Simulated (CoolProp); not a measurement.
Vapour-liquid equilibrium of CHF3 (R23) (1) + R227EA (2) at -78.55 °C; x and y are mole fractions of (1).

Computed with CoolProp (multi-fluid Helmholtz-energy mixture model, Penoncello 2003 and Lemmon 2016; pair parameters Bell 2016).

Give the bubble pressure and the first vapour's composition at x = 0.35, 0.5, 0.8. Is there an azeotrope?

x = 0.35: 0.05467 MPa, y = 0.970; x = 0.5: 0.07274 MPa, y = 0.982; x = 0.8: 0.1018 MPa, y = 0.993. No azeotrope shows between x = 0.05 and 0.95.

Pair parameters are fitted to limited data, so mixtures are less certain than the pure fluids.
